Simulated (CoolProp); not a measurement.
Vapour-liquid equilibrium of CH2F2 (R32) (1) + R227EA (2) at 0.396 MPa; x and y are mole fractions of (1).

Values from CoolProp's multi-fluid Helmholtz-energy mixture model, Tillner-Roth 1997 and Lemmon 2016; pair parameters Bell 2016.

| x | bubble temperature, mixture model (K) | bubble temperature, Raoult's law (K) | y, mixture model | y, Raoult's law |
|---|---|---|---|---|
| 0.05 | 289.3 | 289.6 | 0.159 | 0.168 |
| 0.15 | 281.3 | 282.6 | 0.407 | 0.412 |
| 0.25 | 274.7 | 276.8 | 0.577 | 0.576 |
| 0.35 | 269.4 | 272.0 | 0.691 | 0.693 |
| 0.45 | 265.2 | 267.9 | 0.769 | 0.778 |
| 0.55 | 262.0 | 264.3 | 0.826 | 0.842 |
| 0.65 | 259.4 | 261.2 | 0.870 | 0.892 |
| 0.75 | 257.2 | 258.4 | 0.908 | 0.932 |
| 0.85 | 255.2 | 255.8 | 0.944 | 0.963 |
| 0.95 | 253.4 | 253.6 | 0.980 | 0.989 |

The largest gap from Raoult's law is -2.7 K in bubble temperature, at x = 0.45. No azeotrope shows between x = 0.05 and 0.95.

Pair parameters are fitted to limited data, so mixtures are less certain than the pure fluids.
